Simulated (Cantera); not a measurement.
A closed system holds: 1 mol C₂H₅OH, 1.1 mol CO₂, 23 mol H₂, equilibrated at 773.15 K and 1 atm.

Equilibrium computed with Cantera from the NASA thermochemical tables; the gas is ideal and each condensed phase is pure. Candidate condensed phases: C, C₆H₆, C₇H₈, C₈H₁₈, H₂O; 110 gas species. Equilibrium is a limit: real reactors are often held back by kinetics, nucleation or transport.

### Question
What is the equilibrium state?

### Answer
* **x(H₂)**: 0.727
* **x(H₂O)**: 0.138
* **x(CH₄)**: 0.134
* **x(CO)**: 0.000469
* **x(CO₂)**: 0.000456
* **gas amount**: 22.94 mol
* **log10 activity of C(graphite) (absent)**: -0.93
